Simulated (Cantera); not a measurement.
# B2H6 + O2 (boron, boron nitride and boron oxide)

Input: 1 mol B2H6, 0.11 mol O2, equilibrated at 53.0 mbar.

Method: chemical equilibrium by Gibbs-energy minimisation in Cantera with the NASA 1993 tables (ideal gas, pure condensed phases). Candidate condensed phases: B, B2O3, B3O3H3, H2O; 23 gas species. The feed counts by its element totals alone. Mutual solubility and eutectic melting of coexisting phases are not modelled. The tables' values for BH2 are old estimates; treat these amounts as uncertain. Kinetics and transport are ignored.

```json
[
 {"T (K)": "948", "x H2": "0.999", "x HBO": "9.92e-7", "x B2O2": "8.20e-11", "x H": "2.28e-9", "x BO": "<1e-12", "x B2O3": "4.55e-12", "n B(s)": "1.85", "n B2O3(l)": "0.0694"},
 {"T (K)": "1048", "x H2": "0.999", "x HBO": "1.25e-5", "x B2O2": "6.93e-9", "x H": "3.35e-8", "x BO": "2.61e-11", "x B2O3": "5.64e-10", "n B(s)": "1.85", "n B2O3(l)": "0.0690"},
 {"T (K)": "1148", "x H2": "0.998", "x HBO": "0.000100", "x B2O2": "2.64e-7", "x H": "3.11e-7", "x BO": "1.53e-9", "x B2O3": "2.92e-8", "n B(s)": "1.85", "n B2O3(l)": "0.0686"},
 {"T (K)": "1248", "x H2": "0.998", "x HBO": "0.000568", "x B2O2": "5.50e-6", "x H": "2.03e-6", "x BO": "4.58e-8", "x B2O3": "7.83e-7", "n B(s)": "1.85", "n B2O3(l)": "0.0680"},
 {"T (K)": "1348", "x H2": "0.996", "x HBO": "0.00246", "x B2O2": "7.17e-5", "x H": "1.00e-5", "x BO": "8.21e-7", "x B2O3": "1.26e-5", "n B(s)": "1.85", "n B2O3(l)": "0.0658"},
 {"T (K)": "1448", "x H2": "0.989", "x HBO": "0.00861", "x B2O2": "0.000647", "x H": "3.98e-5", "x BO": "9.77e-6", "x B2O3": "0.000136", "n B(s)": "1.84", "n B2O3(l)": "0.0578"},
 {"T (K)": "1548", "x H2": "0.967", "x HBO": "0.0253", "x B2O2": "0.00434", "x H": "0.000132", "x BO": "8.37e-5", "x B2O3": "0.00106", "n B(s)": "1.81", "n B2O3(l)": "0.0294"},
 {"T (K)": "1648", "x H2": "0.944", "x HBO": "0.0423", "x B2O2": "0.00984", "x H": "0.000376", "x BO": "0.000360", "x B2O3": "0.00179", "n B(s)": "1.79", "n B2O3(l)": "0"},
 {"T (K)": "1748", "x H2": "0.940", "x HBO": "0.0464", "x B2O2": "0.00963", "x H": "0.000962", "x BO": "0.000898", "x B2O3": "0.000937", "n B(s)": "1.78", "n B2O3(l)": "0"},
 {"T (K)": "1848", "x H2": "0.937", "x HBO": "0.0488", "x B2O2": "0.00885", "x H": "0.00223", "x BO": "0.00196", "x B2O3": "0.000476", "n B(s)": "1.78", "n B2O3(l)": "0"}
]
```
x: gas mole fraction; n: condensed amount in mol.

From 948 K to 1548 K the condensed part is B(s) + B2O3(l). From 1648 K to 1848 K the condensed part is B(s). The main B-bearing gas is B3O3H3 at 948 K and HBO at 1848 K. The share of B in condensed phases is highest at 948 K (99.4 %) and lowest at 1848 K (89.1 %).
